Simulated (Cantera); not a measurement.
Source: NASA polynomial tables (part measured, part estimated), evaluated in Cantera. Values are per mole of reaction as written; species without (g) are pure solids or liquids, kept so even where they would boil at 1 bar.

Problem. Between 300 and 573 K, where is each reaction favourable under standard conditions?
- 4 H₂(g) + Ni₃S₄ → 3 Ni + 4 H₂S(g)
- NiS + H₂(g) → Ni + H₂S(g)
- 3 NiS + 2 NH₃(g) → 3 Ni + N₂(g) + 3 H₂S(g)

Solution. 
- 4 H₂(g) + Ni₃S₄ → 3 Ni + 4 H₂S(g): ΔG° is 158 kJ at 300 K and 109 kJ at 573 K; it stays positive (K < 1). ΔH° is 200 kJ and ΔS° 159 J/K at 573 K.
- NiS + H₂(g) → Ni + H₂S(g): ΔG° is 52 kJ at 300 K and 39 kJ at 573 K; it stays positive (K < 1). ΔH° is 63 kJ and ΔS° 42 J/K at 573 K.
- 3 NiS + 2 NH₃(g) → 3 Ni + N₂(g) + 3 H₂S(g): ΔG° is 188 kJ at 300 K and 92 kJ at 573 K; it stays positive (K < 1). ΔH° is 292 kJ and ΔS° 350 J/K at 573 K.
